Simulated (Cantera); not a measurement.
An isothermal, constant-pressure homogeneous reactor starts with CH4 : H2 = 1 : 1.8 (molar parts), at 1573 K and 1.40 bar.

Cantera simulation using GRI-Mech 3.0 (53 species, 325 reactions); the numbers are that mechanism's predictions, not measurements. GRI-Mech 3.0 stops at C3 and has no aromatics, soot or wall deposition, so with more carbon than oxygen in the feed, carbon stays in small species such as C2H2 where larger ones or solid carbon would form.

x: mole fraction; the columns are a selection and need not sum to one.

| t (s) | x CH4 | x H2 | x C2H4 | x CH3 | x C2H6 | x CH2 | x C2H2 |
|---|---|---|---|---|---|---|---|
| 8.00e-6 | 0.357 | 0.643 | 2.21e-9 | 1.55e-5 | 1.87e-8 | 2.80e-11 | <1e-12 |
| 2.89e-5 | 0.357 | 0.643 | 1.16e-7 | 5.43e-5 | 8.33e-7 | 3.58e-10 | 7.42e-11 |
| 0.000104 | 0.357 | 0.643 | 4.49e-6 | 0.000142 | 2.36e-5 | ___ | 1.97e-8 |
| 0.000376 | 0.356 | 0.643 | 8.21e-5 | 0.000195 | 0.000152 | ___ | 2.10e-6 |
| 0.00136 | 0.355 | 0.644 | 0.000646 | 0.000218 | 0.000260 | 5.74e-9 | 8.33e-5 |
| 0.00490 | 0.348 | 0.648 | 0.00208 | 0.000216 | 0.000260 | 5.75e-9 | 0.00127 |
| 0.0177 | 0.325 | 0.662 | 0.00349 | 0.000204 | 0.000233 | 5.50e-9 | 0.00848 |
| 0.0638 | 0.263 | 0.701 | 0.00563 | 0.000171 | 0.000165 | ___ | 0.0296 |
| 0.230 | 0.163 | 0.764 | 0.00989 | 0.000117 | 9.16e-5 | ___ | 0.0628 |
| 0.831 | 0.113 | 0.795 | 0.0124 | 8.90e-5 | 7.08e-5 | 3.11e-9 | 0.0789 |
| 3.00 | 0.112 | 0.796 | 0.0124 | 8.82e-5 | 7.04e-5 | 3.09e-9 | 0.0794 |

Question: Complete the blanks.

Answer: 
- 0.000104, x CH2: 2.44e-9
- 0.000376, x CH2: 4.59e-9
- 0.0638, x CH2: 4.77e-9
- 0.230, x CH2: 3.64e-9
